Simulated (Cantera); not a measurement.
An isothermal, constant-pressure homogeneous reactor starts with 41.7 % C₂H₆, 58.3 % H₂, at 1075 K and 0.133 bar.

Detailed kinetics in Cantera: GRI-Mech 3.0 (53 species, 325 reactions). GRI-Mech 3.0 stops at C3 and has no aromatics, soot or wall deposition, so with more carbon than oxygen in the feed, carbon stays in small species such as C2H2 where larger ones or solid carbon would form.

**Question.** Predict: x(C₂H₆) at 3.00 s; x(H₂) at 3.00 s; x(CH₄) at 3.00 s; x(C₂H₂) at 3.00 s.

**Answer.** 
```
Property                                             Value
-----------------  ---------------------------------------
x(C₂H₆) at 3.00 s  0.0183 (gas-phase equilibrium 0.000713)
x(H₂) at 3.00 s        0.671 (gas-phase equilibrium 0.240)
x(CH₄) at 3.00 s      0.0506 (gas-phase equilibrium 0.724)
x(C₂H₂) at 3.00 s  0.00977 (gas-phase equilibrium 0.00812)
```
